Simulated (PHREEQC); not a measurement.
Dissolve 0.21 mol HCl, 0.055 mol ZnSO4 and 7.9e-05 mol MgSO4 per kg of water at 70 °C. Closed to the air; pH follows from the charge balance.

Equilibrium calculation in PHREEQC: ion-association model, phreeqc.dat.

This is a speciation only: nothing precipitates in the calculation.

Question: What pH does the model give?

Answer: pH 0.91.

Question: In which forms is Mg present?

Answer: Mg+2 86 %, MgSO4 14 % of the Mg.

Species that the database lacks are ignored. Constants without temperature data keep their 25 °C values here.
